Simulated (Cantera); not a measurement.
A Cantera script and its output.

```python
import numpy as np
import cantera as ct

gas = ct.Solution("gri30.yaml")
gas.TPX = 1850, 34000, {'NO': 1, 'N2': 1.5}
inlet = ct.Reservoir(gas, clone=True)

reactor = ct.IdealGasConstPressureReactor(gas, energy="off", clone=False)
exhaust = ct.Reservoir(gas, clone=True)
tau = [8, 3, 1.1, 0.41, 0.15, 0.057, 0.021, 0.0079, 0.003, 0.0011, 0.00041][0]
for a, b in ((inlet, reactor), (reactor, exhaust)):
    ct.MassFlowController(a, b, mdot=lambda t: reactor.mass / tau)
net = ct.ReactorNet([reactor])
show = ['NO', 'N2', 'O2', 'N2O', 'O', 'NO2']

rows = []
print(f"{'tau/s':>10s}{'T/K':>9s}" + "".join(f"{s:>11s}" for s in show))
for tau in [8, 3, 1.1, 0.41, 0.15, 0.057, 0.021, 0.0079, 0.003, 0.0011, 0.00041]:
    net.initial_time = 0.0
    net.advance(30 * tau)
    before = gas.X
    net.advance(40 * tau)
    drift = np.max(np.abs(gas.X - before) / (gas.X + 1e-9))
    rows.append([gas.T, *gas[show].X, drift])
    print(f"{tau:10.3e}{gas.T:9.1f}" + "".join(f"{x:11.3e}" for x in gas[show].X))
```

It prints:

```
     tau/s      T/K         NO         N2         O2        N2O          O        NO2
 8.000e+00   1850.0  2.242e-01  6.878e-01  8.766e-02  1.975e-05  1.010e-04  1.922e-04
 3.000e+00   1850.0  3.025e-01  6.487e-01  4.849e-02  3.662e-05  7.747e-05  1.958e-04
 1.100e+00   1850.0  3.564e-01  6.217e-01  2.158e-02  5.173e-05  5.549e-05  1.612e-04
 4.100e-01   1850.0  3.826e-01  6.087e-01  8.564e-03  6.011e-05  4.053e-05  1.226e-04
 1.500e-01   1850.0  3.935e-01  6.032e-01  3.138e-03  6.319e-05  3.203e-05  9.671e-05
 5.700e-02   1850.0  3.975e-01  6.012e-01  1.146e-03  6.245e-05  2.780e-05  8.299e-05
 2.100e-02   1850.0  3.990e-01  6.004e-01  3.746e-04  5.749e-05  2.477e-05  7.284e-05
 7.900e-03   1850.0  3.996e-01  6.001e-01  1.044e-04  4.683e-05  2.089e-05  5.963e-05
 3.000e-03   1850.0  3.998e-01  6.000e-01  1.993e-05  3.138e-05  1.473e-05  3.874e-05
 1.100e-03   1850.0  3.999e-01  6.000e-01  2.087e-06  1.631e-05  7.759e-06  1.616e-05
 4.100e-04   1850.0  4.000e-01  6.000e-01  2.169e-07  7.150e-06  3.775e-06  4.892e-06
```

Model: GRI-Mech 3.0 (53 species, 325 reactions), integrated in Cantera.
